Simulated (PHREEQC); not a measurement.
A solution holds 0.28 mol/kgw H2SO4 and 2.9e-05 mol/kgw CO2, at 25 °C. Closed to the air; pH follows from the charge balance.

The numbers come from PHREEQC with the ion-association model, wateq4f.dat.

Each row changes one thing in this solution. Precipitation was switched off in this run.

```json
[
 {"case": "as made", "pH": "0.62", "ionic strength (mol/kgw)": "0.342", "HSO4- (mol/kgw)": "0.249", "SO4-2 (mol/kgw)": "0.0307"},
 {"case": "0.16 mol/kgw CsOH added", "pH": "0.88", "ionic strength (mol/kgw)": "0.385", "HSO4- (mol/kgw)": "0.227", "SO4-2 (mol/kgw)": "___"},
 {"case": "CO2 left out", "pH": "0.62", "ionic strength (mol/kgw)": "0.342", "HSO4- (mol/kgw)": "0.249", "SO4-2 (mol/kgw)": "0.0307"},
 {"case": "0.0049 mol/kgw NH3 added", "pH": "0.62", "ionic strength (mol/kgw)": "0.342", "HSO4- (mol/kgw)": "0.248", "SO4-2 (mol/kgw)": "0.0311"},
 {"case": "diluted 10-fold with water", "pH": "1.49", "ionic strength (mol/kgw)": "0.0481", "HSO4- (mol/kgw)": "___", "SO4-2 (mol/kgw)": "0.0100"}
]
```

Task: What belongs in the gaps?

Result: 
- 0.16 mol/kgw CsOH added, SO4-2 (mol/kgw): 0.0526
- diluted 10-fold with water, HSO4- (mol/kgw): 0.0180
